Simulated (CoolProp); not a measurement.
CF4 (R14) along the isobar 30.2 bar: Z from the reference equation and from simpler models built on Tc = 227.4 K, pc = 37.62 bar, ω = 0.178; each cubic takes its own stable root.

Values from CoolProp's reference Helmholtz-energy equation of state, Platzer 1990. This equation is an older, rougher fit; its heat capacities, sound speeds and derivatives of the liquid may be far off and weren't checked against measurements.

```csv
T (K),phase,reference,van der Waals,Soave-Redlich-Kwong,Peng-Robinson
215.2,liquid,0.1353,0.2146,0.1550,0.1378
245.3,gas,0.7518,0.7551,…,…
275.4,gas,0.8474,0.8334,0.8527,0.8309
305.5,gas,0.8999,0.8795,0.9070,0.8876
335.6,gas,0.9332,0.9099,0.9408,0.9235
365.7,gas,0.9560,0.9312,…,0.9477
395.8,gas,…,0.9468,0.9785,0.9646
425.9,gas,0.9842,0.9585,0.9894,0.9768
455.9,gas,0.9932,0.9675,0.9971,0.9857
486,gas,1.000,0.9745,1.003,0.9924
```

Question: Complete the blanks.

Answer: 
- 245.3, Soave-Redlich-Kwong: 0.7539
- 245.3, Peng-Robinson: 0.7293
- 365.7, Soave-Redlich-Kwong: 0.9632
- 395.8, reference: 0.9722
